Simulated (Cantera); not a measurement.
# Adiabatic ignition

An adiabatic, constant-pressure homogeneous reactor starts with H2 : O2 : N2 = 1 : 1.02 : 3.84 (molar parts), equivalence ratio 0.49, at 1400 K and 1.00 bar.

Detailed kinetics in Cantera: the H2/O2 subset of GRI-Mech 3.0, which has no nitrogen chemistry.

```json
[
 {"t (s)": "3.00e-6", "T (K)": "1400", "x H2": "0.171", "x O2": "0.174", "x H2O2": "1.10e-9", "x H2O": "3.70e-7", "x HO2": "1.73e-7", "x O": "1.00e-7", "x H": "4.09e-7"},
 {"t (s)": "7.98e-6", "T (K)": "1400", "x H2": "0.171", "x O2": "0.174", "x H2O2": "1.30e-8", "x H2O": "2.59e-5", "x HO2": "1.55e-6", "x O": "5.12e-6", "x H": "2.00e-5"},
 {"t (s)": "2.12e-5", "T (K)": "1586", "x H2": "0.0309", "x O2": "0.102", "x H2O2": "2.70e-6", "x H2O": "0.107", "x HO2": "4.60e-5", "x O": "0.0276", "x H": "0.0560"},
 {"t (s)": "5.64e-5", "T (K)": "2112", "x H2": "0.0141", "x O2": "0.0893", "x H2O2": "3.86e-7", "x H2O": "0.146", "x HO2": "1.57e-5", "x O": "0.0202", "x H": "0.0178"},
 {"t (s)": "0.000150", "T (K)": "2377", "x H2": "0.00671", "x O2": "0.0906", "x H2O2": "2.39e-7", "x H2O": "0.165", "x HO2": "8.27e-6", "x O": "0.00884", "x H": "0.00447"},
 {"t (s)": "0.000399", "T (K)": "2475", "x H2": "0.00330", "x O2": "0.0923", "x H2O2": "3.42e-7", "x H2O": "0.173", "x HO2": "9.47e-6", "x O": "0.00426", "x H": "0.00142"},
 {"t (s)": "0.00106", "T (K)": "2481", "x H2": "0.00311", "x O2": "0.0924", "x H2O2": "3.57e-7", "x H2O": "0.174", "x HO2": "9.68e-6", "x O": "0.00402", "x H": "0.00130"},
 {"t (s)": "0.00282", "T (K)": "2481", "x H2": "0.00311", "x O2": "0.0924", "x H2O2": "3.57e-7", "x H2O": "0.174", "x HO2": "9.68e-6", "x O": "0.00402", "x H": "0.00130"},
 {"t (s)": "0.00751", "T (K)": "2481", "x H2": "0.00311", "x O2": "0.0924", "x H2O2": "3.57e-7", "x H2O": "0.174", "x HO2": "9.68e-6", "x O": "0.00402", "x H": "0.00130"},
 {"t (s)": "0.0200", "T (K)": "2481", "x H2": "0.00311", "x O2": "0.0924", "x H2O2": "3.57e-7", "x H2O": "0.174", "x HO2": "9.68e-6", "x O": "0.00402", "x H": "0.00130"},
 {"t (s)": "0.0531", "T (K)": "2481", "x H2": "0.00311", "x O2": "0.0924", "x H2O2": "3.57e-7", "x H2O": "0.174", "x HO2": "9.68e-6", "x O": "0.00402", "x H": "0.00130"},
 {"t (s)": "0.141", "T (K)": "2481", "x H2": "0.00311", "x O2": "0.0924", "x H2O2": "3.57e-7", "x H2O": "0.174", "x HO2": "9.68e-6", "x O": "0.00402", "x H": "0.00130"},
 {"t (s)": "0.376", "T (K)": "2481", "x H2": "0.00311", "x O2": "0.0924", "x H2O2": "3.57e-7", "x H2O": "0.174", "x HO2": "9.68e-6", "x O": "0.00402", "x H": "0.00130"},
 {"t (s)": "1.00", "T (K)": "2481", "x H2": "0.00311", "x O2": "0.0924", "x H2O2": "3.57e-7", "x H2O": "0.174", "x HO2": "9.68e-6", "x O": "0.00402", "x H": "0.00130"}
]
```
x: mole fraction; the columns are a selection and need not sum to one.

```json
{
  "time_of_steepest_temperature_rise": "20.0 µs",
  "temperature at 1.00 s": "2481 K",
  "equilibrium_temperature": "2481 K",
  "x(H2) at 1.00 s": "0.00311 (gas-phase equilibrium 0.00311)",
  "x(O2) at 1.00 s": "0.0924 (gas-phase equilibrium 0.0924)",
  "x(H2O2) at 1.00 s": "3.57e-7 (gas-phase equilibrium 3.57e-7)"
}
```
